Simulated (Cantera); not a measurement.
A Cantera script and its output.

```python
import numpy as np
import cantera as ct

gas = ct.Solution("gri30.yaml")
gas.TPX = 1650, 1333, {'CH4': 1, 'N2': 22}
inlet = ct.Reservoir(gas, clone=True)

reactor = ct.IdealGasConstPressureReactor(gas, energy="off", clone=False)
exhaust = ct.Reservoir(gas, clone=True)
tau = [21, 3.5, 0.6, 0.1, 0.017, 0.0028, 0.00048][0]
for a, b in ((inlet, reactor), (reactor, exhaust)):
    ct.MassFlowController(a, b, mdot=lambda t: reactor.mass / tau)
net = ct.ReactorNet([reactor])
show = ['CH4', 'H2', 'CH3', 'C2H', 'C2H4', 'C2H2', 'HCN']

rows = []
print(f"{'tau/s':>10s}{'T/K':>9s}" + "".join(f"{s:>11s}" for s in show))
for tau in [21, 3.5, 0.6, 0.1, 0.017, 0.0028, 0.00048]:
    net.initial_time = 0.0
    net.advance(30 * tau)
    before = gas.X
    net.advance(40 * tau)
    drift = np.max(np.abs(gas.X - before) / (gas.X + 1e-9))
    rows.append([gas.T, *gas[show].X, drift])
    print(f"{tau:10.3e}{gas.T:9.1f}" + "".join(f"{x:11.3e}" for x in gas[show].X))
```

It prints:

```
     tau/s      T/K        CH4         H2        CH3        C2H       C2H4       C2H2        HCN
 2.100e+01   1650.0  3.423e-03  5.738e-02  1.234e-04  1.498e-07  2.149e-05  1.910e-02  2.352e-05
 3.500e+00   1650.0  1.026e-02  4.731e-02  2.781e-04  9.425e-08  1.404e-04  1.564e-02  3.968e-06
 6.000e-01   1650.0  2.435e-02  2.634e-02  5.084e-04  4.145e-08  6.706e-04  8.251e-03  4.335e-07
 1.000e-01   1650.0  4.050e-02  3.266e-03  4.623e-04  2.928e-09  5.999e-04  6.104e-04  4.501e-09
 1.700e-02   1650.0  4.336e-02  7.067e-05  1.008e-04  1.262e-11  8.449e-06  1.082e-06  7.278e-12
 2.800e-03   1650.0  4.346e-02  8.298e-06  1.660e-05  4.041e-15  4.085e-08  8.240e-10  8.568e-14
 4.800e-04   1650.0  4.348e-02  1.279e-06  2.718e-06  4.818e-19  1.764e-10  6.050e-13  1.827e-15
```

Cantera simulation using GRI-Mech 3.0 (53 species, 325 reactions); the numbers are that mechanism's predictions, not measurements. GRI-Mech 3.0 stops at C3 and has no aromatics, soot or wall deposition, so with more carbon than oxygen in the feed, carbon stays in small species such as C2H2 where larger ones or solid carbon would form. Radical loss at walls, strong at low pressure, is not modelled.
